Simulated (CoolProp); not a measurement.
Vapour-liquid equilibrium of CHF3 (R23) (1) + R227EA (2) at -46.05 °C; x and y are mole fractions of (1).

Model: multi-fluid Helmholtz-energy mixture model, Penoncello 2003 and Lemmon 2016; pair parameters Bell 2016, in CoolProp.

| x | bubble pressure (MPa) | y at the bubble point | dew pressure at overall composition x (MPa) | liquid density (mol/L) |
|---|---|---|---|---|
| 0.05 | 0.05092 | 0.566 | 0.02404 | 9.922 |
| 0.2 | 0.1418 | 0.862 | 0.02841 | 10.78 |
| 0.35 | 0.2313 | 0.927 | 0.03472 | 11.76 |
| 0.5 | 0.3116 | 0.955 | 0.04459 | 12.89 |
| 0.65 | 0.3840 | 0.971 | 0.06227 | 14.22 |
| 0.8 | 0.4545 | 0.984 | 0.1032 | 15.81 |
| 0.95 | 0.5320 | 0.996 | 0.2947 | 17.77 |

No azeotrope shows between x = 0.05 and 0.95.

Pair parameters are fitted to limited data, so mixtures are less certain than the pure fluids.
